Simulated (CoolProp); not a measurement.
The fluid at 293.15 K and 0.208 MPa flows at 0.47 m/s in a round tube of 2 mm bore and 15 µm roughness, fully developed (64/Re and Nu = 3.66 if laminar; Colebrook and Gnielinski if turbulent). The same conditions are run with several fluids, on thermodynamics alone (safety and materials aside).

Computed with CoolProp (reference Helmholtz-energy equation of state of each fluid (methane: Setzmann 1991; nitrogen: Span 2000; carbon dioxide: Span 1996; R125: Lemmon 2005; R13: Platzer 1990)). The equations of Platzer and Polt are older, rougher fits.

```tsv
fluid	Reynolds number	Darcy friction factor	pressure drop (Pa/m)	heat-transfer coefficient (W/(m² K))	mass flow (kg/h)
methane	117	0.547	41.6	61.3	0.00731
nitrogen	128	0.501	66.1	[?]	0.0127
carbon dioxide	243	[?]	55.2	[?]	0.0202
R125	[?]	0.0819	[?]	25.0	0.0563
R13	[?]	0.106	53.1	22.1	0.0484
```

Some entries are withheld; supply them.


- nitrogen, heat-transfer coefficient (W/(m² K)): 46.7
- carbon dioxide, Darcy friction factor: 0.263
- carbon dioxide, heat-transfer coefficient (W/(m² K)): 29.8
- R125, Reynolds number: 781
- R125, pressure drop (Pa/m): 47.9
- R13, Reynolds number: 605

Transport values come from each fluid's own correlations; those of R13 are estimates that may be off by 10 % or more.
